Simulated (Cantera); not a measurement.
What does this Cantera script print?

```python
import numpy as np
import cantera as ct

gas_names = [...]  # 114 gases of nasa_gas.yaml made of C, Fe, H, O
cond_names = """
    C(gr) C6H6(L) C7H8(L) C8H18(L),n-octa Fe(a) Fe(c) Fe(d) Fe(L) FeC5O5(L) FeO(s) FeO(L) Fe(OH)2(s)
    Fe(OH)3(s) Fe2O3(s) Fe3O4(s) H2O(s) H2O(L)
""".split()


# ... load() reads the species with a 1 bar reference pressure and builds the phases ...
atoms = {
    'Fe(CO)5': {'Fe': 1, 'C': 5, 'O': 5},
    'O2': {'O': 2},
    'H2': {'H': 2},
}
top_T = {'C(gr)': 4500, 'Fe2O3(s)': 1830, 'Fe3O4(s)': 1870}  # K; cautious upper limits of use, not melting points


# ... equilibrate(T, P, feed) seeds the gas with the atoms and calls Mixture.equilibrate('TP', solver="vcs", rtol=1e-11, max_steps=5000) ...
results = []
T = 1050  # K
P = 570000  # Pa
for m in [0.36, 0.59, 0.97, 1.6, 2.6, 4.3, 7.2, 12, 19]:
    feed = {'Fe(CO)5': 1, 'O2': 2.6, 'H2': m}  # mol
    mix = equilibrate(T, P, feed)
    results.append((T, P, feed, dict(zip(mix.species_names, mix.species_moles))))

top = {s: max(r[3][s] / sum(r[3][g] for g in gas_names) for r in results) for s in gas_names}
cols = sorted((s for s in top if top[s] > 1e-05), key=lambda s: -top[s])[:6]
seen = [c for c in cond_names if any(r[3].get(c, 0) > 1e-12 for r in results)]
print("log10 of partial pressures in bar; condensed amounts in mol")
print(f"{'n(H2)':>10s}" + "".join(f"{s[:9]:>10s}" for s in cols + seen))
for T, P, feed, n in results:
    ng = sum(n[g] for g in gas_names)
    print(f"{feed['H2']:10.4g}" + "".join(f"{np.log10(max(n[s] / ng * P / 1e5, 1e-99)):10.3f}" for s in cols)
          + "".join(f"{n.get(c, 0):10.4g}" for c in seen))
```

Output:

```
log10 of partial pressures in bar; condensed amounts in mol
     n(H2)       CO2        H2        CO       H2O       CH4    FeO(s)
      0.36     0.621    -1.031     0.057    -0.538    -4.481         1
      0.59     0.585    -0.779     0.097    -0.362    -3.861         1
      0.97     0.530    -0.521     0.142    -0.205    -3.201         1
       1.6     0.446    -0.269     0.183    -0.076    -2.530         1
       2.6     0.332    -0.043     0.206     0.012    -1.918         1
       4.3     0.175     0.156     0.196     0.064    -1.382         1
       7.2    -0.027     0.317     0.139     0.080    -0.973         1
        12    -0.273     0.438     0.027     0.067    -0.710         1
        19    -0.546     0.522    -0.126     0.031    -0.574         1
```

Equilibrium computed with Cantera from the NASA thermochemical tables; the gas is ideal and each condensed phase is pure. The tables' stoichiometric FeO is somewhat more stable than real wüstite, so its field is too wide. FeO: taken at fixed stoichiometry.
